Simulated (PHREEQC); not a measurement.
A column of 1 m (30 cells, dispersivity 0.05 m, 720 s a shift, diffusion coefficient 3e-10 m²/s) holds 0.06 eq of the database's cation exchanger X per kg of pore water, first in equilibrium with 0.05 mol NH4Cl and 1e-05 mol HCl per kg of water. It is flushed with 71 mmol/kgw NaCl, 32 mmol/kgw KCl and 0.01 mmol/kgw HCl, at 15 °C. Values are for the last cell. The system is closed to CO2. No solid was allowed to form.

Equilibrium calculation in PHREEQC: ion-association model, phreeqc.dat.

```tsv
pore volumes	Na in solution (mol/kgw)	K in solution (mol/kgw)	NH4 in solution (mol/kgw)	Cl in solution (mol/kgw)
0	0	0	0.0500	0.0500
0.4167	1.34e-5	1.58e-10	0.0501	0.0502
0.95	0.0178	0.000191	___	0.0763
1.35	0.0463	0.00239	0.0473	0.0960
1.75	0.0620	0.00750	0.0322	0.102
2.283	___	0.0167	0.0166	0.103
2.683	0.0710	___	___	0.103
3.083	0.0713	0.0273	0.00449	0.103
3.617	0.0712	0.0302	0.00162	0.103
4.017	0.0711	0.0312	0.000727	0.103
```

### Question
Some entries are withheld; supply them.

### Answer

- 0.95, NH4 in solution (mol/kgw): 0.0583
- 2.283, Na in solution (mol/kgw): 0.0696
- 2.683, K in solution (mol/kgw): 0.0230
- 2.683, NH4 in solution (mol/kgw): 0.00901
